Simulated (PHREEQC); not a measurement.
Solution (20 °C): 0.24 mol HCl, 0.041 mol Li2SO4 and 5.4e-05 mol Na2SO4 per kg of water. It is in equilibrium with CO2 at log p = -3.4 (atm). Otherwise closed; pH follows from the charge balance.

Equilibrium calculation in PHREEQC: ion-association model, phreeqc.dat.

```
quantity                    before     after
------------------------  --------  --------
pH                            0.79      0.72
ionic strength (mol/kgw)     0.295     0.240
HSO4- (mol/kgw)             0.0336   4.65e-5
SO4-2 (mol/kgw)            0.00684   7.53e-6
HCO3- (mol/kgw)           5.47e-11  4.59e-11
```

Problem. Name the change that produced these shifts.
A. 0.0031 mol/kgw CO2 added
B. Li2SO4 from 0.041 to 0.082 mol/kgw
C. HCl from 0.24 to 0.12 mol/kgw
D. Li2SO4 left out
E. 0.044 mol/kgw LiOH added

Solution. D, Li2SO4 left out

Precipitation was switched off in this run.
